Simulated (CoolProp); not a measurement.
R236EA at 319.27 K and 0.175 MPa is compressed adiabatically to 1.2 MPa with isentropic efficiency 0.8. Each further row changes one setting.

Computed with CoolProp (reference Helmholtz-energy equation of state, Rui 2013).

```tsv
case	work (kJ/kg)	final temperature (K)	final density (kg/m³)
as stated	40.0	376.1	73.0
efficiency 1	32.0	369.1	76.3
efficiency 0.65	49.2	384.4	69.7
```
